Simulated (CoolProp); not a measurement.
A closed Brayton cycle with carbon dioxide: compressor inlet 316.15 K and 9.9 MPa, high pressure 27.1 MPa, turbine inlet 915 K, compressor efficiency 0.85, turbine efficiency 0.85, recuperator effectiveness 0 (on enthalpy, no pinch check). Each further row changes one setting.

Model: reference Helmholtz-energy equation of state, Span 1996, in CoolProp.

```csv
case,thermal efficiency (%),net work (kJ/kg),compressor to turbine work,compressor exit (K),turbine exit (K)
as stated,13.9,108,0.23,358.8,792.8
turbine inlet 865 K,13.9,99.8,0.24,358.8,___
compressor inlet 326.15 K,13.6,95.1,___,___,792.8
high pressure 23 MPa,___,___,___,___,___
recuperator effectiveness 0.5,21.0,108,0.23,358.8,792.8
```

Q: What belongs in the gaps?

A: 
- turbine inlet 865 K, turbine exit (K): 746.9
- compressor inlet 326.15 K, compressor to turbine work: 0.32
- compressor inlet 326.15 K, compressor exit (K): 396.9
- high pressure 23 MPa, thermal efficiency (%): 11.9
- high pressure 23 MPa, net work (kJ/kg): 93.8
- high pressure 23 MPa, compressor to turbine work: 0.21
- high pressure 23 MPa, compressor exit (K): 351.2
- high pressure 23 MPa, turbine exit (K): 812.1
